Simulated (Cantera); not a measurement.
Source: NASA polynomial tables (part measured, part estimated), evaluated in Cantera. Values are per mole of reaction as written; species without (g) are pure solids or liquids, kept so even where they would boil at 1 bar.

Sr(OH)₂ ⇌ 2 H(g) + O₂(g) + Sr, with ΔH° = 1404.9 kJ and ΔS° = 392.7 J/K at 300 K.

Question: How far is the shortcut ΔG° ≈ ΔH°(300 K) − T·ΔS°(300 K) from the full temperature-dependent value at 1525, 1600, 1675, 1750, 1825, 1900, 1975, 2050, 2125 K?

Answer: 
| T (K) | shortcut (kJ) | full (kJ) | difference (kJ) | difference in log10 K | condensed phases |
|---|---|---|---|---|---|
| 1525 | 806.1 | 833.7 | -27.6 | 0.94 | Sr(OH)₂(l), Sr(l) |
| 1600 | 776.7 | 808.1 | -31.4 | 1.03 | Sr(OH)₂(l), Sr(l) |
| 1675 | 747.2 | 782.7 | -35.4 | 1.10 | Sr(OH)₂(l), Sr(l) |
| 1750 | 717.8 | 757.3 | -39.6 | 1.18 | Sr(OH)₂(l), Sr(l) |
| 1825 | 688.3 | 732.2 | -43.8 | 1.25 | Sr(OH)₂(l), Sr(l) |
| 1900 | 658.9 | 707.1 | -48.2 | 1.33 | Sr(OH)₂(l), Sr(l) |
| 1975 | 629.4 | 682.2 | -52.7 | 1.39 | Sr(OH)₂(l), Sr(l) |
| 2050 | 600.0 | 657.4 | -57.4 | 1.46 | Sr(OH)₂(l), Sr(l) |
| 2125 | 570.5 | 632.7 | -62.1 | 1.53 | Sr(OH)₂(l), Sr(l) |
The shortcut ignores heat capacities and the phase changes listed.
